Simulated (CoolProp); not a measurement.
The fluid at 419.56 K and 0.816 MPa (stagnation) flows isentropically through a choked orifice. The same conditions are run with several fluids, on thermodynamics alone (safety and materials aside).

The numbers come from the reference Helmholtz-energy equation of state of each fluid (neopentane: Lemmon 2006; oxygen: Schmidt 1985; vinyl chloride: Thol 2022; R365MFC: Lemmon 2016; sulfur hexafluoride: Guder 2009) in CoolProp.

```
fluid                throat to inlet pressure ratio  mass flux (kg/(m² s))  throat temperature (K)
-------------------  ------------------------------  ---------------------  ----------------------
neopentane                                    0.606             (withheld)              (withheld)
oxygen                                        0.529             (withheld)                   351.5
vinyl chloride                           (withheld)                   2240                   389.7
R365MFC                                       0.612                   3410                   407.6
sulfur hexafluoride                      (withheld)                   3320                   403.6
```

### Question
Some entries are withheld; supply them.

### Answer

- neopentane, mass flux (kg/(m² s)): 2360
- neopentane, throat temperature (K): 407.0
- oxygen, mass flux (kg/(m² s)): 1690
- vinyl chloride, throat to inlet pressure ratio: 0.578
- sulfur hexafluoride, throat to inlet pressure ratio: 0.592

Above 300 K oxygen's equation is extrapolated.
